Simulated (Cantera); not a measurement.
Input: 1 mol BCl3, 0.79 mol H2O, at 10.0 mbar.

Cantera equilibrium calculation (NASA polynomials, part measured and part estimated; ideal gas, pure solids and liquids). Candidate condensed phases: B, B2O3, B3O3H3, H2O; 33 gas species. The tables' values for BOCl, BCl2 are old estimates; treat these amounts as uncertain. The numbers say what is thermodynamically allowed, not how fast it happens.

x: gas mole fraction; n: condensed amount in mol.

| T (K) | x HCl | x BCl3 | x B3O3Cl3 | x BOCl | x Cl | x H2 | n B2O3(l) |
|---|---|---|---|---|---|---|---|
| 923 | 0.769 | 0.196 | 0.0348 | 4.43e-7 | 1.29e-6 | [?] | 0.192 |
| 973 | 0.769 | 0.192 | 0.0382 | 2.05e-6 | 3.84e-6 | [?] | 0.185 |
| 1023 | 0.769 | 0.189 | 0.0412 | 8.17e-6 | 1.01e-5 | [?] | 0.179 |
| 1073 | 0.769 | 0.186 | 0.0441 | 2.85e-5 | 2.38e-5 | [?] | 0.173 |
| 1123 | 0.769 | 0.184 | 0.0466 | 8.85e-5 | 5.13e-5 | [?] | 0.168 |
| 1173 | 0.769 | 0.181 | 0.0489 | 0.000249 | 0.000103 | [?] | 0.163 |
| 1223 | 0.769 | 0.179 | 0.0510 | 0.000642 | 0.000193 | [?] | 0.158 |
| 1273 | 0.768 | 0.177 | 0.0527 | 0.00153 | 0.000344 | [?] | 0.154 |
| 1323 | 0.767 | 0.175 | 0.0542 | 0.00342 | 0.000585 | [?] | 0.149 |
| 1373 | 0.764 | 0.172 | 0.0553 | 0.00717 | 0.000957 | [?] | 0.144 |
| 1423 | 0.759 | 0.168 | 0.0557 | 0.0142 | 0.00151 | [?] | 0.136 |

**Question.** Some entries are withheld; supply them.

**Answer.** 
- 923, x H2: 1.98e-6
- 973, x H2: 4.16e-6
- 1023, x H2: 8.48e-6
- 1073, x H2: 1.68e-5
- 1123, x H2: 3.22e-5
- 1173, x H2: 5.96e-5
- 1223, x H2: 0.000106
- 1273, x H2: 0.000183
- 1323, x H2: 0.000304
- 1373, x H2: 0.000485
- 1423, x H2: 0.000746
